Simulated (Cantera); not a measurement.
Feed: 1 mol Si2H6, 4 mol CO2, 0.21 mol H2, 3.4 mol H2O, equilibrated at 0.0860 bar.

Equilibrium computed with Cantera from the NASA thermochemical tables; the gas is ideal and each condensed phase is pure. Candidate condensed phases: C, C6H6, C7H8, C8H18, H2O, Si, SiC, SiO2; 123 gas species. The feed counts by its element totals alone. The tables hold silica as quartz up to 1696 K and as liquid above; real silica turns to tridymite and cristobalite and melts near 1996 K. Gases not in the tables: Si(OH)4. Rates play no part.

log p: log10 of the partial pressure in bar; n: condensed amount in mol.

| T (°C) | log p H2 | log p CO | log p H2O | log p CO2 | log p H | log p SiO | n SiO2(β-quartz) | n SiO2(condensed) |
|---|---|---|---|---|---|---|---|---|
| 1027 | -1.47 | -1.61 | -1.71 | -2.10 | ? | -11.44 | 2.00 | 0 |
| 1127 | -1.48 | -1.60 | -1.69 | -2.15 | ? | -9.90 | 2.00 | 0 |
| 1227 | -1.49 | -1.59 | -1.68 | -2.19 | ? | -8.58 | 2.00 | 0 |
| 1327 | -1.50 | -1.58 | -1.67 | -2.23 | ? | -7.42 | 2.00 | 0 |
| 1427 | -1.50 | -1.57 | -1.66 | -2.26 | ? | -6.40 | 0 | 2.00 |
| 1527 | -1.51 | -1.56 | -1.65 | -2.29 | ? | -5.52 | 0 | 2.00 |
| 1627 | -1.51 | -1.56 | -1.64 | -2.32 | ? | -4.73 | 0 | 2.00 |

### Question
Some entries are withheld; supply them.

### Answer

- 1027, log p H: -6.69
- 1127, log p H: -6.05
- 1227, log p H: -5.50
- 1327, log p H: -5.01
- 1427, log p H: -4.58
- 1527, log p H: -4.20
- 1627, log p H: -3.86
